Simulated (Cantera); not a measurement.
**Transport properties of process gases**

Gas mixture: 100 % C3H8, at 0.0622 atm, frozen composition.

Cantera's kinetic-theory transport with the Lennard-Jones parameters of GRI-Mech 3.0, ideal gas; thermal conductivity in the mixture-averaged form. The composition is frozen, though it would react at the higher temperatures.

```
T (K)  ρ (kg/m³)  cp (J/kg/K)  μ (µPa s)  λ (mW/m/K)     Pr  D (cm²/s) NO  D (cm²/s) N2  D (cm²/s) H2
-----  ---------  -----------  ---------  ----------  -----  ------------  ------------  ------------
400       0.0835         2134       10.9        30.7  0.756          3.05          3.11          12.5
600       0.0557         2917       15.5        59.8  0.755          6.24          6.38          24.9
800       0.0418         3512       19.4        90.1  0.757          10.2          10.5          40.4
1000      0.0334         3960       23.0         120  0.759          15.0          15.3          58.7
1200      0.0278         4267       26.2         148  0.752          20.3          20.8          79.5
1400      0.0239         4523       29.1         176  0.750          26.3          26.9           103
1600      0.0209         4734       31.9         201  0.750          32.9          33.6           128
1800      0.0186         4905       34.5         226  0.749          40.1          40.9           156
2000      0.0167         5043       37.0         249  0.749          47.7          48.7           186
```
D: mixture-averaged diffusion coefficient of that species in the mixture.
